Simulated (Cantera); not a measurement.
Input: 1 mol trisilylamine, 18 mol NH3, 5.7 mol N2, held at 2023.15 K and 0.600 Torr.

These are equilibrium values from Cantera (NASA tables, ideal gas, pure condensed phases), not measurements of a reactor. The feed counts by its element totals alone. The tables' values for SiN are old estimates; treat these amounts as uncertain. Gases not in the tables: Si2H6 and higher silanes. Kinetics and transport are ignored.

| species | before | after |
|---|---|---|
| H2 | 0.592 | 0.576 |
| N2 | 0.298 | 0.295 |
| H | 0.0517 | 0.0706 |
| Si | 0.0562 | 0.0564 |
| Si3 | 8.12e-5 | 2.94e-5 |
| Si2N | 0.000217 | 0.000106 |
| Si2 | 0.000485 | 0.000314 |
| SiH2 | 5.65e-5 | 4.14e-5 |
| SiH | 0.000786 | 0.000697 |
| SiN | 0.000214 | 0.000191 |
Gas species are given as mole fractions.

Q: Name the change that produced these shifts.
A. temperature from 2023.15 K to 2073 K
B. temperature from 2023.15 K to 1725 K
C. temperature from 2023.15 K to 1248 K
D. temperature from 2023.15 K to 1250 K

A: A, temperature from 2023.15 K to 2073 K
